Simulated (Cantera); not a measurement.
## BN + H₂ (sublimation and decomposition of ceramics)

Input: 1 mol BN, 0.033 mol H₂, equilibrated at 1775 °C and 21.0 mbar.

Equilibrium computed with Cantera from the NASA thermochemical tables; the gas is ideal and each condensed phase is pure. Candidate condensed phases: B, BN; 15 gas species. Mutual solubility and eutectic melting of coexisting phases are not modelled. The tables' values for BH₂ are old estimates; treat these amounts as uncertain. Rates play no part.

```
Quantity          Result
----------  ------------
x(H₂)              0.973
x(H)              0.0152
x(N₂)             0.0113
x(BH₂)          0.000596
x(B)             1.38e-5
x(BH₃)           5.63e-6
x(BH)            3.82e-6
n(B(s))     0.000738 mol
n(BN(s))       0.999 mol
gas amount   0.03364 mol
```
